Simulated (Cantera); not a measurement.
Input (Python, Cantera) and output of one run.

```python
import numpy as np
import cantera as ct

gas_names = [...]  # 47 gases of nasa_gas.yaml made of Cl, H, N, O, Si
cond_names = """
    H2O(s) H2O(L) NH4CL(a) NH4CL(b) Si(cr) Si(L) SiO2(Lqz) SiO2(hqz) SiO2(L) Si2N2O(s) Si3N4(a)
""".split()


# ... load() reads the species with a 1 bar reference pressure and builds the phases ...
atoms = {
    'SiH2Cl2': {'Si': 1, 'H': 2, 'CL': 2},
    'NO': {'N': 1, 'O': 1},
    'H2': {'H': 2},
    'O3': {'O': 3},
}
top_T = {'Si2N2O(s)': 2100, 'Si3N4(a)': 2400}  # K; cautious upper limits of use, not melting points


# ... equilibrate(T, P, feed) seeds the gas with the atoms and calls Mixture.equilibrate('TP', solver="vcs", rtol=1e-11, max_steps=5000) ...
results = []
feed = {'SiH2Cl2': 1, 'NO': 7.5, 'H2': 53, 'O3': 0.79}  # mol
T = 1373  # K
P = 1333.22  # Pa
mix = equilibrate(T, P, feed)
results.append((T, P, feed, dict(zip(mix.species_names, mix.species_moles))))
x = sorted(zip(gas.X, gas.species_names), reverse=True)
print(f"T = {T:g} K  P = {P:g} Pa  gas = {mix.phase_moles(0):.4g} mol")
print("   x: " + "  ".join(f"{s} {v:.3e}" for v, s in x if v > 1e-06))
print("   condensed (mol): " + ("  ".join(f"{mix.phase(i).name} {mix.phase_moles(i):.4g}"
      for i in range(1, mix.n_phases) if mix.phase_moles(i) > 1e-12) or "none"))
```

It prints:

```
T = 1373 K  P = 1333.22 Pa  gas = 58.75 mol
   x: H2 7.681e-01  H2O 1.340e-01  N2 6.383e-02  HCL 3.404e-02  H 2.528e-05
   condensed (mol): SiO2(hqz) 1
```

Equilibrium computed with Cantera from the NASA thermochemical tables; the gas is ideal and each condensed phase is pure. The tables hold silica as quartz up to 1696 K and as liquid above; real silica turns to tridymite and cristobalite and melts near 1996 K.
